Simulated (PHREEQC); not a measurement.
1 kg of water holding 0.12 mol NaCl, 0.085 mol MgBr2, 0.55 mol KCl and 0.0021 mol CaSO4 is evaporated at 15 °C; the solids stay in contact with the brine. CO2 from the air is kept out. Only these solids could form: Arcanite, Bischofite, Bloedite, Brucite, Carnallite, Epsomite, Glaserite, Glauberite, Gypsum, Anhydrite, Halite, Hexahydrite, Kainite, Kieserite, Leonite, Mirabilite, Misenite, Polyhalite, Portlandite, Schoenite, Sylvite, Syngenite, Thenardite, MgCl2_4H2O.

Model: Pitzer model, pitzer.dat, run in PHREEQC.

| water left (kg) | ionic strength | water activity | Sylvite (mol) | Halite (mol) | Gypsum (mol) |
|---|---|---|---|---|---|
| 1 | 0.933 | 0.974 | 0 | 0 | 0 |
| 0.8219 | 1.14 | 0.969 | 0 | 0 | 0 |
| 0.6755 | 1.38 | (withheld) | 0 | 0 | 0 |
| 0.5552 | 1.68 | 0.953 | 0 | 0 | 0 |
| 0.4563 | 2.05 | (withheld) | 0 | 0 | 0 |
| 0.375 | 2.49 | 0.929 | 0 | 0 | 0 |
| 0.3082 | (withheld) | 0.912 | 0 | 0 | 0 |
| 0.2533 | 3.68 | 0.891 | 0 | 0 | 0 |
| 0.2082 | 4.48 | (withheld) | 0 | 0 | 0 |
| 0.1711 | (withheld) | 0.831 | 0 | 0 | 0 |
| 0.1407 | (withheld) | 0.807 | 0.0712 | 0 | 0 |
| 0.1156 | 6.51 | 0.792 | 0.180 | 0 | 0 |
| 0.09502 | 6.98 | 0.773 | 0.270 | 0 | 0 |
| 0.07809 | 7.56 | 0.748 | 0.343 | 0 | 0 |
| 0.06418 | 8.28 | 0.714 | 0.402 | 0 | 0 |
| 0.05275 | 9.16 | 0.669 | (withheld) | 0 | (withheld) |
| 0.04332 | 10.2 | 0.613 | 0.485 | 0.00353 | 0.000818 |

Fill in the missing entries.


- 0.6755, water activity: 0.962
- 0.4563, water activity: 0.942
- 0.3082, ionic strength: 3.03
- 0.2082, water activity: 0.865
- 0.1711, ionic strength: 5.45
- 0.1407, ionic strength: 6.13
- 0.05275, Sylvite (mol): 0.450
- 0.05275, Gypsum (mol): 0.000140
